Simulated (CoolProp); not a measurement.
C2F6 (R116) along the isotherm 425 K: density (kg/m³) from the reference equation and from simpler models built on Tc = 293.0 K, pc = 30.48 bar, ω = 0.257; each cubic takes its own stable root.

Values from CoolProp's reference Helmholtz-energy equation of state, Lemmon 2006. It is a short technical equation, of lower accuracy than the large ones.

| p (bar) | phase | reference | ideal gas | van der Waals | Redlich-Kwong | Soave-Redlich-Kwong | Peng-Robinson |
|---|---|---|---|---|---|---|---|
| 3.81 | gas | 15.04 | 14.88 | 15.10 | 15.09 | 15.02 | 15.07 |
| 7.62 | gas | 30.38 | 29.76 | 30.65 | 30.59 | 30.34 | 30.52 |
| 11.4 | gas | 45.92 | 44.52 | 46.55 | 46.40 | 45.81 | 46.22 |
| 15.2 | gas | 61.85 | 59.37 | 63.05 | 62.74 | 61.65 | 62.38 |
| 19 | gas | 78.09 | 74.21 | 80.08 | … | 77.76 | 78.91 |
| 22.9 | gas | 95.08 | 89.44 | 98.16 | 97.23 | 94.57 | … |
| 26.7 | gas | 111.9 | 104.3 | 116.4 | 115.0 | 111.2 | 113.5 |
| 30.5 | supercritical | … | 119.1 | 135.3 | 133.1 | 128.1 | 131.0 |
| 34.3 | supercritical | 146.6 | 134.0 | 154.8 | 151.8 | 145.2 | 148.9 |
| 38.1 | supercritical | 164.3 | 148.8 | 175.0 | 170.9 | 162.5 | 167.1 |
| 41.9 | supercritical | 182.3 | 163.6 | 195.9 | 190.5 | 180.0 | 185.5 |
| 45.7 | supercritical | 200.6 | 178.5 | 217.6 | … | 197.7 | 204.2 |

### Question
Fill in the missing entries.

### Answer

- 19, Redlich-Kwong: 79.52
- 22.9, Peng-Robinson: 96.24
- 30.5, reference: 129.1
- 45.7, Redlich-Kwong: 210.4
